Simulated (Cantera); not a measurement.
Gas mixture: NH₃ = 0.39 (molar parts), at 1.38 atm, frozen composition.

Cantera's kinetic-theory transport with the Lennard-Jones parameters of GRI-Mech 3.0, ideal gas; thermal conductivity in the multicomponent form. Polar gases are described roughly by these parameters. The composition is frozen, though it would react at the higher temperatures.

One state of this run: ρ (kg/m³) = 0.287; cp (J/kg/K) = 3319; μ (µPa s) = 33.6; λ (mW/m/K) = 154; Pr = 0.724; D (cm²/s) H₂O = 1.59; D (cm²/s) OH = 2.16; D (cm²/s) O = 2.20. D: mixture-averaged diffusion coefficient of that species in the mixture.

**Question.** Which value of T (K) does it belong to?
A. 800
B. 600
C. 1600
D. 1000

**Answer.** D, 1000
